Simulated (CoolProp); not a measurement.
Aqueous ethylene glycol as a coolant, 15 % by mass, freezing at -5.4 °C, 1 atm.

The numbers come from the Melinder's fits for secondary coolants in CoolProp.

```json
[
 {"T (°C)": "0", "conductivity (W/(m K))": "0.504", "cp (kJ/(kg K))": "3.952", "viscosity (mPa s)": "2.73", "density (kg/m³)": "1021"},
 {"T (°C)": "6.2", "conductivity (W/(m K))": "0.512", "cp (kJ/(kg K))": "3.958", "viscosity (mPa s)": "2.21", "density (kg/m³)": "1020"},
 {"T (°C)": "12.4", "conductivity (W/(m K))": "0.520", "cp (kJ/(kg K))": "3.965", "viscosity (mPa s)": "1.81", "density (kg/m³)": "1019"},
 {"T (°C)": "18.6", "conductivity (W/(m K))": "0.528", "cp (kJ/(kg K))": "3.972", "viscosity (mPa s)": "1.51", "density (kg/m³)": "1018"},
 {"T (°C)": "24.8", "conductivity (W/(m K))": "0.536", "cp (kJ/(kg K))": "3.980", "viscosity (mPa s)": "1.28", "density (kg/m³)": "1016"},
 {"T (°C)": "31", "conductivity (W/(m K))": "0.543", "cp (kJ/(kg K))": "3.988", "viscosity (mPa s)": "1.10", "density (kg/m³)": "1014"}
]
```
